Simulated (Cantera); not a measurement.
Input: 1 mol Cr, 14 mol H2O, equilibrated at 950 K and 59.0 Pa.

These are equilibrium values from Cantera (NASA tables, ideal gas, pure condensed phases), not measurements of a reactor. Candidate condensed phases: Cr, Cr2O3, H2O; 13 gas species. The numbers say what is thermodynamically allowed, not how fast it happens.

Base state: H2O 0.893, H2 0.107 (mole fractions); condensed: Cr2O3(s).

What changes in the equilibrium state with this change: Cr replaced by Nb?


| species | before | after |
|---|---|---|
| H2O | 0.893 | 0.821 |
| H2 | 0.107 | 0.179 |
| Cr2O3(s), mol | 0.500 | 0 |
| Nb2O5(s), mol | 0 | 0.500 |
Condensed phases not in the tables: the oxides between NbO2 and Nb2O5. Further candidate phases: Nb, NbO, NbO2, Nb2O5.
